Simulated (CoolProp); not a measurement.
Properties of octamethyltrisiloxane (MDM) along the isotherm 178.35 °C.

Model: reference Helmholtz-energy equation of state, Thol 2017, in CoolProp.

```
p (MPa)   phase        Z  expansivity (1/kK)  fugacity coefficient
-------  ------  -------  ------------------  --------------------
0.196    liquid  0.01926               2.201                0.8699
0.392    liquid  0.03845               2.168                0.4434
0.588    liquid  0.05756               2.137                0.3013
0.784    liquid  0.07660               2.107                0.2304
0.98     liquid  0.09558               2.078                0.1879
1.18     liquid   0.1149               2.050                0.1591
1.37     liquid   0.1331               2.024                0.1396
1.57     liquid   0.1523               1.998                0.1242
1.76     liquid   0.1705               1.975                0.1128
1.96     liquid   0.1895               1.951                0.1033
2.16     liquid   0.2085               1.928               0.09557
```
